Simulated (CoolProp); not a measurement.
2000 sccm (0 °C, 1 atm) of nitrogen bubbles through liquid tetrahydrofuran at 301.2 K and leaves saturated at a total pressure of 0.15 MPa (ideal gas phase). Each further row changes one setting.

Model: reference Helmholtz-energy equation of state, Fiedler 2023, in CoolProp.

```tsv
case	vapour pressure (kPa)	mole fraction of vapour	delivery (mg/min)	delivery (sccm)	change of delivery for a bath 1 K warmer (%)
as stated	24.7	0.165	1270	394	5.3
bath temperature 306.2 K	30.5	0.203	1640	510	5.3
total pressure 0.3 MPa	24.7	0.0823	577	179	4.8
```
